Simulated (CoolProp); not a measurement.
Vapour-liquid equilibrium of o-xylene (1) + n-nonane (2) at 243.25 °C; x and y are mole fractions of (1).

Computed with CoolProp (multi-fluid Helmholtz-energy mixture model, Zhou 2012 and Lemmon 2006; pair parameters Bell 2016).

```csv
x,"bubble pressure, mixture model (MPa)","bubble pressure, Raoult's law (MPa)","y, mixture model","y, Raoult's law"
0.05,0.7182,0.7140,0.058,0.055
0.125,0.7301,0.7201,0.142,0.137
0.2,0.7413,0.7262,0.223,0.218
0.275,0.7517,0.7322,0.302,0.297
0.35,0.7612,0.7383,0.378,0.375
0.425,0.7696,0.7444,0.451,0.452
0.5,0.7768,0.7504,0.523,0.527
0.575,0.7829,0.7565,0.593,0.601
0.65,0.7878,0.7626,0.663,0.674
0.725,0.7912,0.7686,0.733,0.746
0.8,0.7933,0.7747,0.803,0.817
0.875,0.7938,0.7808,0.875,0.886
0.95,0.7927,0.7869,0.949,0.955
```

The largest gap from Raoult's law is +3.5 % in bubble pressure, at x = 0.5. y crosses x between x = 0.8 and 0.875: the model has an azeotrope there.

Pair parameters are fitted to limited data, so mixtures are less certain than the pure fluids.
